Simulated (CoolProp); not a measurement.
Saturated liquid density (kg/m³) of n-decane: the reference equation beside estimates from Tc = 344.5 °C, pc = 2.101 MPa, ω = 0.488.

The numbers come from the reference Helmholtz-energy equation of state, Lemmon 2006 in CoolProp. It is a short technical equation, of lower accuracy than the large ones.

```tsv
T (°C)	reference	Redlich-Kwong	Peng-Robinson
121.15	650.0	511.5	616.5
140.25	633.9	497.0	602.6
159.35	617.3	481.6	587.3
178.55	599.8	465.1	570.3
197.65	581.5	447.5	551.6
216.75	562.1	428.4	530.5
235.85	541.1	407.7	506.7
255.05	517.9	384.9	479.4
274.15	491.8	359.6	447.8
293.25	461.1	330.7	410.1
312.45	421.8	296.0	362.7
```

Absolute difference from the reference over all 11 rows, mean and median: Redlich-Kwong 24.5 and 23.8 %, Peng-Robinson 7.1 and 5.6 %.
